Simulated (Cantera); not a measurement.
Input (Python, Cantera) and output of one run.

```python
import numpy as np
import cantera as ct

gas_names = """
    B BH BH2 BH3 BO BO2 B2 B2O B2O2 B2O3 B3O3H3 H HBO HBO2 HO2 H2 H2O H2O2 H3B3O6 O OH O2 O3
""".split()
cond_names = """
    B(b) B(L) B2O3(L) B3O3H3(cr) H2O(s) H2O(L)
""".split()


# ... load() reads the species with a 1 bar reference pressure and builds the phases ...
atoms = {
    'B': {'B': 1},
    'H2O': {'H': 2, 'O': 1},
    'H2': {'H': 2},
}
top_T = {}  # K; cautious upper limits of use, not melting points


# ... equilibrate(T, P, feed) seeds the gas with the atoms and calls Mixture.equilibrate('TP', solver="vcs", rtol=1e-11, max_steps=5000) ...
results = []
feed = {'B': 1, 'H2O': 0.12, 'H2': 5.6}  # mol
T = 2025  # K
for P in [10, 28, 77, 220, 600, 1700, 4600, 13000, 36000, 100000]:
    mix = equilibrate(T, P, feed)
    results.append((T, P, feed, dict(zip(mix.species_names, mix.species_moles))))

top = {s: max(r[3][s] / sum(r[3][g] for g in gas_names) for r in results) for s in gas_names}
cols = sorted((s for s in top if top[s] > 0.001), key=lambda s: -top[s])[:8]
seen = [c for c in cond_names if any(r[3].get(c, 0) > 1e-12 for r in results)]
print("log10 of partial pressures in bar; condensed amounts in mol")
print(f"{'P/Pa':>10s}" + "".join(f"{s[:9]:>10s}" for s in cols + seen))
for T, P, feed, n in results:
    ng = sum(n[g] for g in gas_names)
    print(f"{P:10.4g}" + "".join(f"{np.log10(max(n[s] / ng * P / 1e5, 1e-99)):10.3f}" for s in cols)
          + "".join(f"{n.get(c, 0):10.4g}" for c in seen))
```

It prints:

```
log10 of partial pressures in bar; condensed amounts in mol
      P/Pa        H2         H       HBO        BO         B      B(b)
        10    -4.094    -4.762    -6.341    -5.858    -6.697    0.8627
        28    -3.612    -4.522    -5.712    -5.470    -6.697    0.8714
        77    -3.153    -4.292    -5.135    -5.123    -6.697    0.8745
       220    -2.685    -4.058    -4.575    -4.797    -6.697    0.8757
       600    -2.242    -3.837    -4.071    -4.514    -6.697    0.8763
      1700    -1.785    -3.608    -3.571    -4.243    -6.697    0.8766
      4600    -1.350    -3.391    -3.111    -4.000    -6.697    0.8768
   1.3e+04    -0.897    -3.164    -2.641    -3.757    -6.697     0.877
   3.6e+04    -0.454    -2.943    -2.189    -3.526    -6.697    0.8772
     1e+05    -0.010    -2.721    -1.741    -3.300    -6.697    0.8775
```

Method: chemical equilibrium by Gibbs-energy minimisation in Cantera with the NASA 1993 tables (ideal gas, pure condensed phases). The tables' values for BH2 are old estimates; treat these amounts as uncertain. Gases not in the tables: B2H6 and higher boranes.
